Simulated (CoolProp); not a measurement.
Properties of C2F6 (R116) along the isobar 2.7 MPa (Tc = 293.0 K, pc = 3.048 MPa, ω = 0.257).

Computed with CoolProp (reference Helmholtz-energy equation of state, Lemmon 2006). It is a short technical equation, of lower accuracy than the large ones.

| T (K) | phase | cv (kJ/(kg K)) | speed of sound (m/s) | conductivity (mW/(m K)) | fugacity coefficient |
|---|---|---|---|---|---|
| 280.6 | liquid | 0.7590 | 188.5 | 42.4 | 0.6086 |
| 300.5 | gas | 0.7806 | 97.84 | 19.6 | 0.7346 |
| 320.4 | gas | 0.7844 | 114.5 | 19.1 | 0.7906 |
| 340.3 | gas | 0.8013 | 126.0 | 19.9 | 0.8321 |
| 360.2 | gas | 0.8214 | 135.2 | 21.1 | 0.8642 |
| 380.2 | gas | 0.8423 | 142.9 | 22.4 | 0.8899 |
| 400.1 | gas | 0.8629 | 149.8 | 23.8 | 0.9105 |
| 420 | gas | 0.8829 | 155.9 | 25.3 | 0.9273 |

Thermal conductivity comes from a separate model (Huber 2003), an estimate that may be off by 10 % or more.
